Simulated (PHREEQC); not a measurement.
# Buffer: an equilibrium model

Make-up at 20 °C: 0.24 mol KHCO3, 5.5e-05 mol NH3 and 0.055 mol LiCl per kg of water. Closed to the air; pH follows from the charge balance.

All values are PHREEQC results (ion-association model, phreeqc.dat), not measurements.

Each row changes one thing in this solution. This is a speciation only: nothing precipitates in the calculation.

| case | pH | ionic strength (mol/kgw) |
|---|---|---|
| as made | 8.09 | 0.298 |
| KHCO3 left out | 9.51 | 0.0550 |
| 0.031 mol/kgw NaOH added | 9.08 | 0.350 |
| NH3 from 5.5e-05 to 0.000275 mol/kgw | 8.10 | 0.299 |
| NH3 left out | 8.09 | 0.298 |
| KHCO3 from 0.24 to 0.12 mol/kgw | 8.13 | 0.177 |
